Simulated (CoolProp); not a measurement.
Model: reference Helmholtz-energy equation of state, Lemmon 2006, in CoolProp. It is a short technical equation, of lower accuracy than the large ones.

Task: For R142b, give the phase and the density (kg/m³), cv (kJ/(kg K)), viscosity (µPa s), conductivity (mW/(m K)) at 70.45 °C and 1.72 MPa; 70.45 °C and 2.03 MPa.

Result: 
- 70.45 °C and 1.72 MPa: liquid; density 987, cv 0.941, viscosity 144, conductivity 66.8
- 70.45 °C and 2.03 MPa: liquid; density 989, cv 0.941, viscosity 145, conductivity 67.0

Viscosity comes from a separate model (Huber 2003), an estimate that may be off by 10 % or more. Thermal conductivity comes from a separate model (Huber 2003), an estimate that may be off by 10 % or more.
